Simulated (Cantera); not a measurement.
Feed: 1 mol AlCl3, 1.2 mol N2, 37 mol H2, at 2100 K and 12.0 mbar.

Method: chemical equilibrium by Gibbs-energy minimisation in Cantera with the NASA 1993 tables (ideal gas, pure condensed phases). Candidate condensed phases: Al, AlCl3, AlN, NH4Cl; 20 gas species. The tables' values for AlCl2 are old estimates; treat these amounts as uncertain. Kinetics and transport are ignored.

Base state: H2 0.871, HCl 0.0479, N2 0.0294, H 0.0265, AlCl 0.0238, Cl 0.00107, AlCl2 0.000389, Al 0.000294 (mole fractions); condensed: gas only.

Problem. What changes in the equilibrium state with this change: temperature from 2100 K to 898 K?

Solution. 
| species | before | after |
|---|---|---|
| H2 | 0.871 | 0.919 |
| HCl | 0.0479 | 0.0507 |
| N2 | 0.0294 | 0.0222 |
| H | 0.0265 | <1e-9 |
| AlCl | 0.0238 | <1e-9 |
| AlCl3 | 1.02e-5 | 0.00861 |
| Cl | 0.00107 | <1e-9 |
| Al | 0.000294 | <1e-9 |
| AlCl2 | 0.000389 | 5.18e-8 |
| AlN(s), mol | 0 | 0.662 |

Problem. What changes in the equilibrium state with this change: H2 from 37 to 4.4 mol?

Solution. 
```
species    before    after
-------  --------  -------
H2          0.871    0.448
HCl        0.0479    0.237
N2         0.0294    0.157
AlCl2    0.000389   0.0130
AlCl       0.0238    0.115
H          0.0265   0.0190
AlCl3     1.02e-5  0.00234
Cl        0.00107  0.00741
```
